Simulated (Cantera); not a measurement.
Input: 1 mol CCl4, 1.7 mol H2, equilibrated at 0.000180 bar.

These are equilibrium values from Cantera (NASA tables, ideal gas, pure condensed phases), not measurements of a reactor. Candidate condensed phases: C, C6H6, C7H8, C8H18; 103 gas species. Ions and electrons are included (thermal ionisation). Equilibrium is a limit: real reactors are often held back by kinetics, nucleation or transport.

Problem. At 4500 K, list the 6 most abundant gas species with their mole fractions, and the condensed phases.

Solution. Cl 0.476, H 0.405, C 0.119, e- 0.000326, C+ 0.000291, Cl+ 3.29e-5. Condensed: gas only.
